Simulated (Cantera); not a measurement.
An isothermal, constant-pressure homogeneous reactor starts with H₂ : O₂ = 0.11 : 1 (molar parts), at 1150 K and 10.00 Torr.

Model: the H2/O2 subset of GRI-Mech 3.0, which has no nitrogen chemistry, integrated in Cantera. Radical loss at walls, strong at low pressure, is not modelled. The temperature is held fixed by assumption; the heat of reaction is taken as removed at once.

One state of this run: x H₂ = 0.00220; x O₂ = 0.852; x HO₂ = 6.49e-6; x H₂O = 0.0883; x O = 0.0367; x H₂O₂ = 1.69e-7; x H = 0.0163. x: mole fraction; the columns are a selection and need not sum to one.

Problem. Which value of t (s) does it belong to?
A. 0.000108
B. 0.00818
C. 0.621
D. 2.54e-5

Solution. B, 0.00818
